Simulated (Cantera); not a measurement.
Cantera run, input and output.

```python
import numpy as np
import cantera as ct

gas = ct.Solution("SiF4_NH3_mec.yaml", "gas")
gas.TPX = 2073, 7700, {'NH3': 1, 'N2': 0.39}
reactor = ct.IdealGasConstPressureReactor(gas, energy="off", clone=False)
net = ct.ReactorNet([reactor])
net.rtol, net.atol = 1e-08, 1e-18
show = ['NH3', 'NH', 'N2H4', 'NH2', 'N2H2']
times = np.geomspace(2e-06, 200, 11)

steps = ct.SolutionArray(gas, extra=["t"])
rows = []
print(f"{'t/s':>10s}{'T/K':>9s}{'P/Pa':>11s}" + "".join(f"{s:>11s}" for s in show))
for t in times:
    while net.time < t:
        t_next = net.step()
        steps.append(gas.state, t=t_next)
    rows.append([np.interp(t, steps.t, y) for y in (steps.T, steps.P, *steps(*show).X.T)])
    print(f"{t:10.3e}{rows[-1][0]:9.1f}{rows[-1][1]:11.4g}" + "".join(f"{x:11.3e}" for x in rows[-1][2:]))
rate = np.gradient(steps.T, steps.t)
print("integrator steps:", len(steps.t))
if steps.T.max() > steps.T[0] + 200:
    print(f"time of steepest temperature rise: {steps.t[rate.argmax()]:.4e} s")
gas.TPX = 2073, 7700, {'NH3': 1, 'N2': 0.39}
gas.equilibrate("TP")
print(f"equilibrium (TP): T = {gas.T:.1f} K  " + "  ".join(f"{s} {gas[s].X[0]:.3e}" for s in show))
```

Output:

```
       t/s      T/K       P/Pa        NH3         NH       N2H4        NH2       N2H2
 2.000e-06   2073.0       7700  7.194e-01  3.821e-11  1.798e-13  4.238e-06  2.253e-12
 1.262e-05   2073.0       7700  7.194e-01  2.761e-09  1.732e-11  3.103e-05  6.055e-10
 7.962e-05   2073.0       7700  7.192e-01  2.106e-07  7.897e-10  1.997e-04  5.684e-08
 5.024e-04   2073.0       7700  7.176e-01  6.670e-06  2.646e-08  1.148e-03  3.013e-06
 3.170e-03   2073.0       7700  7.041e-01  1.615e-05  7.064e-08  1.873e-03  9.355e-06
 2.000e-02   2073.0       7700  6.239e-01  2.187e-05  4.772e-08  1.540e-03  7.686e-06
 1.262e-01   2073.0       7700  3.200e-01  2.231e-05  1.636e-08  9.015e-04  3.046e-06
 7.962e-01   2073.0       7700  1.521e-02  8.683e-06  2.677e-10  1.154e-04  9.470e-08
 5.024e+00   2073.0       7700  5.275e-06  6.894e-08  7.193e-16  1.904e-07  8.476e-13
 3.170e+01   2073.0       7700  6.823e-07  8.919e-09  1.210e-17  2.463e-08  9.075e-14
 2.000e+02   2073.0       7700  4.098e-07  5.357e-09  4.408e-18  1.479e-08  8.252e-14
integrator steps: 2043
equilibrium (TP): T = 2073.0 K  NH3 4.097e-07  NH 5.356e-09  N2H4 4.406e-18  NH2 1.479e-08  N2H2 8.252e-14
```

Computed with Cantera and the gas-phase N/H chemistry of the illustrative SiF4/NH3 mechanism in the Surface Chemkin manual (1991). Walls and surfaces, which speed up NH3 decomposition in real reactors, are not modelled.
